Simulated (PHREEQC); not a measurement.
A solution holds 0.63 mol/kgw ZnCl2, 0.0034 mol/kgw NaOH and 0.0059 mol/kgw H2SO4, at 65 °C. Closed to the air; pH follows from the charge balance.

The numbers come from PHREEQC with the ion-association model, wateq4f.dat.

Each row changes one thing in this solution. Precipitation was switched off in this run.

```
case                                            pH  ionic strength (mol/kgw)  Cl- (mol/kgw)
--------------------------------------------  ----  ------------------------  -------------
as made                                       2.25                     0.953          0.565
NaOH from 0.0034 to 0.00374 mol/kgw           2.27                     0.953          0.565
ZnCl2 from 0.63 to 0.567 mol/kgw              2.25                     0.876          0.537
ZnCl2 replaced by CuCl2 at the same molality  2.26                     0.941          0.751
H2SO4 left out                                6.48                     0.945          0.564
H2SO4 from 0.0059 to 0.00531 mol/kgw          2.31                     0.953          0.565
NaOH left out                                 2.10                     0.953          0.565
```

The ionic strength passes 0.7 mol/kgw, the rough limit of the ion-association models, in every such run. Complexes and solids missing from the database can't appear. Some of these states are supersaturated (in Zincite(c) (slow to form), for instance). Away from 25 °C the constants follow the database's enthalpies or fits; those with neither stay at their 25 °C values.
